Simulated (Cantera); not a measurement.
Input: 1 mol Si, 0.9 mol Cl2, held at 948.15 K and 0.110 bar.

Method: chemical equilibrium by Gibbs-energy minimisation in Cantera with the NASA 1993 tables (ideal gas, pure condensed phases). Candidate condensed phases: Si; 9 gas species. The tables' values for SiCl3 are old estimates; treat these amounts as uncertain. The numbers say what is thermodynamically allowed, not how fast it happens.

Base state: SiCl4 0.994, SiCl3 0.00496, SiCl2 0.000837 (mole fractions); condensed: Si(s).

What changes in the equilibrium state with this change: 0.0036 mol H2 added?


| species | before | after |
|---|---|---|
| SiCl4 | 0.994 | 0.981 |
| SiHCl3 | 0 | 0.00957 |
| SiCl3 | 0.00496 | 0.00491 |
| H2 | 0 | 0.00256 |
| HCl | 0 | 0.00118 |
| SiCl2 | 0.000837 | 0.000831 |
| Si(s), mol | 0.549 | 0.548 |
